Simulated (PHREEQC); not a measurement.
Dissolve 0.045 mol CaCl2 and 3.4e-05 mol Na3PO4 per kg of water at 25 °C. Closed to the air; pH follows from the charge balance.

All values are PHREEQC results (ion-association model, phreeqc.dat), not measurements.

```json
{
 "pH": "8.86",
 "ionic_strength": "0.135 mol/kgw",
 "specific_conductance": "9160 µS/cm",
 "density": "1.001 g/cm³",
 "total_alkalinity": "0.0680 meq/kg"
}
```

| species | molality | activity | log γ |
|---|---|---|---|
| Cl- | 0.0900 | 0.0670 | -0.128 |
| Ca+2 | 0.0450 | 0.0161 | -0.445 |
| Na+ | 0.000102 | 7.84e-5 | -0.114 |
| CaPO4- | 2.15e-5 | 1.65e-5 | -0.113 |
| OH- | 1.00e-5 | 7.38e-6 | -0.132 |
| CaHPO4 | 9.28e-6 | 9.57e-6 | 0.014 |
| HPO4-2 | 3.18e-6 | 1.08e-6 | -0.467 |
| CaOH+ | 2.55e-6 | 1.95e-6 | -0.116 |

Precipitation was switched off in this run. The solution is supersaturated, for example in Hydroxyapatite, so a real one may precipitate; this is no full list.
